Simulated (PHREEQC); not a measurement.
Consider water at 85 °C with 0.0011 mol/kgw MgCl2. Closed to the air; pH follows from the charge balance.

The numbers come from PHREEQC with the Pitzer model, pitzer.dat.

Precipitation was switched off in this run.

### Question
What specific conductance, osmotic coefficient does the model give?

### Answer
specific conductance 710 µS/cm; osmotic coefficient 0.955.

Complexes and solids missing from the database can't appear. At this temperature some constants are extrapolated from 25 °C, and those without enthalpy data are left unchanged.
